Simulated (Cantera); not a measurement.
An isothermal, constant-pressure homogeneous reactor starts with C₂H₄ : H₂ = 1 : 10 (molar parts), at 1175 K and 113 Torr.

Model: GRI-Mech 3.0 (53 species, 325 reactions), integrated in Cantera. GRI-Mech 3.0 was tuned for natural gas; its chemistry of ethylene as a main component is partial and can be far from experiment. GRI-Mech 3.0 stops at C3 and has no aromatics, soot or wall deposition, so with more carbon than oxygen in the feed, carbon stays in small species such as C2H2 where larger ones or solid carbon would form.

One state of this run: x C₂H₄ = 0.0443; x H₂ = 0.882; x C₂H₆ = 0.00113; x CH₄ = 0.0523; x C₂H = 1.08e-11; x CH₂ = 7.28e-12. x: mole fraction; the columns are a selection and need not sum to one.

**Question.** Which value of t (s) does it belong to?
(A) 0.00941
(B) 1.77
(C) 6.56
(D) 0.0349

**Answer.** C, 6.56
